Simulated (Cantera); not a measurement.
Charge: 1 mol Ti(OiPr)₄, 7.7 mol H₂O, 15 mol H₂, held at 1173 K and 0.0133 bar.

Equilibrium computed with Cantera from the NASA thermochemical tables; the gas is ideal and each condensed phase is pure. Candidate condensed phases: C, C₆H₆, C₇H₈, C₈H₁₈, H₂O, Ti, TiC, TiO, TiO₂, Ti₂O₃, Ti₃O₅, Ti₄O₇; 113 gas species. The feed counts by its element totals alone. Kinetics and transport are ignored.

Base state: H₂ 0.785, CO 0.215, CH₄ 0.000160, H₂O 7.97e-5, CO₂ 1.71e-5 (mole fractions); condensed: C(graphite) + Ti₃O₅(s).

Question: What changes in the equilibrium state with this change: H₂O from 7.7 to 1 mol?

Answer: 
| species | before | after |
|---|---|---|
| H₂ | 0.785 | 0.900 |
| CO | 0.215 | 0.1000 |
| CH₄ | 0.000160 | 0.000210 |
| CO₂ | 1.71e-5 | 3.72e-6 |
| H₂O | 7.97e-5 | 4.26e-5 |
| C(graphite), mol | 1.96 | 8.66 |
| Ti₃O₅(s), mol | 0.333 | 0.333 |

Question: What changes in the equilibrium state with this change: pressure from 0.0133 bar to 0.000240 bar?

Answer: 
| species | before | after |
|---|---|---|
| H₂ | 0.785 | 0.765 |
| CO | 0.215 | 0.235 |
| H₂O | 7.97e-5 | 7.45e-6 |
| CH₄ | 0.000160 | 5.62e-7 |
| CO₂ | 1.71e-5 | 1.80e-6 |
| C(graphite), mol | 1.96 | 0 |
| Ti₃O₅(s), mol | 0.333 | 0 |
| TiC(s), mol | 0 | 0.720 |
| Ti₂O₃(s), mol | 0 | 0.140 |
Mutual solubility and eutectic melting of coexisting phases are not modelled. TiC: taken at fixed stoichiometry.
